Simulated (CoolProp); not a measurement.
Octamethyltrisiloxane (MDM) at 410.29 K and 0.0419 MPa is throttled through a valve to 0.00354 MPa with no heat exchange. Each further row changes one setting.

The numbers come from the reference Helmholtz-energy equation of state, Thol 2017 in CoolProp.

```tsv
case	temperature change (K)	final density (kg/m³)
as stated	-1.0	0.247
outlet pressure 0.00106 MPa	-1.1	0.0737
outlet pressure 0.0046 MPa	-1.0	0.321
```
